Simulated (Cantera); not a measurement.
Feed: 1 mol ZrO₂, 0.7 mol H₂, 0.44 mol N₂, at 1348 K and 260 Pa.

Equilibrium computed with Cantera from the NASA thermochemical tables; the gas is ideal and each condensed phase is pure. Candidate condensed phases: H₂O, Zr, ZrN, ZrO₂; 28 gas species. Equilibrium is a limit: real reactors are often held back by kinetics, nucleation or transport.

Base state: H₂ 0.614, N₂ 0.386, H 3.56e-5 (mole fractions); condensed: ZrO₂(monoclinic).

**Question.** What changes in the equilibrium state with this change: ZrO₂ replaced by Cr₂O₃?

**Answer.** 
| species | before | after |
|---|---|---|
| H₂ | 0.614 | 0.614 |
| N₂ | 0.386 | 0.386 |
| H₂O | 1.10e-6 | 0.000248 |
| H | 3.56e-5 | 3.55e-5 |
| ZrO₂(monoclinic), mol | 1.000 | 0 |
| Cr₂O₃(s), mol | 0 | 1.000 |
Further candidate phases: Cr, CrN, Cr₂N, Cr₂O₃.
